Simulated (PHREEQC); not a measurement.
Solution (10 °C): 0.0058 mol KHF2, 4.9e-05 mol Na2B4O7, 0.21 mol NaH2PO4 and 0.0038 mol KCl per kg of water. Closed to the air; pH follows from the charge balance.

The numbers come from PHREEQC with the ion-association model, phreeqc.dat.

No solid was allowed to form.

Question: What pH, activity of water does the model give?

Answer: pH 3.69; activity of water 0.992.

Question: In which forms is F present?

Answer: F- 77 %, HF 12 %, NaF 4.7 %, BF4- 4.5 %, HF2- 0.7 %, BF3OH- 0.6 % of the F.

Species that the database lacks are ignored. At this temperature some constants are extrapolated from 25 °C, and those without enthalpy data are left unchanged. Real BF4- forms and hydrolyses slowly; the run takes it at equilibrium.
